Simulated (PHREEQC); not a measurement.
Consider water at 25 °C with 0.0082 mol/kgw NH4Cl and 0.0027 mol/kgw Na2HPO4. Closed to the air; pH follows from the charge balance.

Model: ion-association model, wateq4f.dat, run in PHREEQC.

### Question
The ionic strength comes out as 0.0156 mol/kgw. What activity coefficients do HPO4-2, NH4+, Cl-, Na+, H2PO4- get?

### Answer
HPO4-2 0.61, NH4+ 0.88, Cl- 0.88, Na+ 0.88, H2PO4- 0.89.

Precipitation was switched off in this run. Species that the database lacks are ignored. H3PO4, which wateq4f.dat lacks, is added to it with the constant of phreeqc.dat.
